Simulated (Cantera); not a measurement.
**Equilibrium for sublimation and decomposition of ceramics: MgO + H₂**

A closed system holds: 1 mol MgO, a varied amount of H₂, equilibrated at 10.0 Torr.

Cantera equilibrium calculation (NASA polynomials, part measured and part estimated; ideal gas, pure solids and liquids). Candidate condensed phases: H₂O, Mg, MgO, Mg(OH)₂; 15 gas species. Equilibrium is a limit: real reactors are often held back by kinetics, nucleation or transport.

Stable condensed phases:

```
T in °C \ n(H₂) in mol
         0.84    1  1.3  1.6    2  2.5  3.1  3.8  4.8  5.9
   2352     A    B    B    B    B    B    B    B    B    B
   2252     A    A    A    A    B    B    B    B    B    B
   2152     A    A    A    A    A    A    B    B    B    B
   2052     A    A    A    A    A    A    A    A    B    B
   1952     A    A    A    A    A    A    A    A    A    A
   1852     A    A    A    A    A    A    A    A    A    A
   1752     A    A    A    A    A    A    A    A    A    A
   1652     A    A    A    A    A    A    A    A    A    A
   1552     A    A    A    A    A    A    A    A    A    A
   1452     A    A    A    A    A    A    A    A    A    A
   1352     A    A    A    A    A    A    A    A    A    A
   1252     A    A    A    A    A    A    A    A    A    A
   1152     A    A    A    A    A    A    A    A    A    A
```

A: MgO; B: gas only.
